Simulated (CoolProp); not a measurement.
Properties of n-perfluorobutane along the isotherm 163.45 °C.

Model: reference Helmholtz-energy equation of state, Gao 2022, in CoolProp.

```json
[
 {"p (MPa)": "0.363", "phase": "gas", "density (kg/m³)": "24.61", "cv (kJ/(kg K))": "0.9409", "speed of sound (m/s)": "122.0", "Joule-Thomson coefficient (K/MPa)": "5.530"},
 {"p (MPa)": "0.726", "phase": "gas", "density (kg/m³)": "51.06", "cv (kJ/(kg K))": "0.9434", "speed of sound (m/s)": "118.0", "Joule-Thomson coefficient (K/MPa)": "5.849"},
 {"p (MPa)": "1.09", "phase": "gas", "density (kg/m³)": "79.80", "cv (kJ/(kg K))": "0.9462", "speed of sound (m/s)": "113.7", "Joule-Thomson coefficient (K/MPa)": "6.207"},
 {"p (MPa)": "1.45", "phase": "gas", "density (kg/m³)": "110.9", "cv (kJ/(kg K))": "0.9495", "speed of sound (m/s)": "109.3", "Joule-Thomson coefficient (K/MPa)": "6.597"},
 {"p (MPa)": "1.81", "phase": "gas", "density (kg/m³)": "145.2", "cv (kJ/(kg K))": "0.9532", "speed of sound (m/s)": "104.8", "Joule-Thomson coefficient (K/MPa)": "7.014"},
 {"p (MPa)": "2.18", "phase": "gas", "density (kg/m³)": "184.6", "cv (kJ/(kg K))": "0.9576", "speed of sound (m/s)": "100.0", "Joule-Thomson coefficient (K/MPa)": "7.450"},
 {"p (MPa)": "2.54", "phase": "supercritical", "density (kg/m³)": "227.9", "cv (kJ/(kg K))": "0.9625", "speed of sound (m/s)": "95.56", "Joule-Thomson coefficient (K/MPa)": "7.844"},
 {"p (MPa)": "2.9", "phase": "supercritical", "density (kg/m³)": "277.1", "cv (kJ/(kg K))": "0.9679", "speed of sound (m/s)": "91.43", "Joule-Thomson coefficient (K/MPa)": "8.153"},
 {"p (MPa)": "3.27", "phase": "supercritical", "density (kg/m³)": "334.8", "cv (kJ/(kg K))": "0.9739", "speed of sound (m/s)": "87.79", "Joule-Thomson coefficient (K/MPa)": "8.305"},
 {"p (MPa)": "3.63", "phase": "supercritical", "density (kg/m³)": "398.4", "cv (kJ/(kg K))": "0.9797", "speed of sound (m/s)": "85.19", "Joule-Thomson coefficient (K/MPa)": "8.202"},
 {"p (MPa)": "3.99", "phase": "supercritical", "density (kg/m³)": "468.8", "cv (kJ/(kg K))": "0.9847", "speed of sound (m/s)": "84.11", "Joule-Thomson coefficient (K/MPa)": "7.754"},
 {"p (MPa)": "4.35", "phase": "supercritical", "density (kg/m³)": "542.4", "cv (kJ/(kg K))": "0.9881", "speed of sound (m/s)": "85.29", "Joule-Thomson coefficient (K/MPa)": "6.935"},
 {"p (MPa)": "4.72", "phase": "supercritical", "density (kg/m³)": "615.3", "cv (kJ/(kg K))": "0.9895", "speed of sound (m/s)": "89.20", "Joule-Thomson coefficient (K/MPa)": "5.870"},
 {"p (MPa)": "5.08", "phase": "supercritical", "density (kg/m³)": "678.7", "cv (kJ/(kg K))": "0.9892", "speed of sound (m/s)": "95.14", "Joule-Thomson coefficient (K/MPa)": "4.857"},
 {"p (MPa)": "5.44", "phase": "supercritical", "density (kg/m³)": "733.1", "cv (kJ/(kg K))": "0.9882", "speed of sound (m/s)": "102.4", "Joule-Thomson coefficient (K/MPa)": "3.997"},
 {"p (MPa)": "5.81", "phase": "supercritical", "density (kg/m³)": "780.1", "cv (kJ/(kg K))": "0.9867", "speed of sound (m/s)": "110.6", "Joule-Thomson coefficient (K/MPa)": "3.293"}
]
```
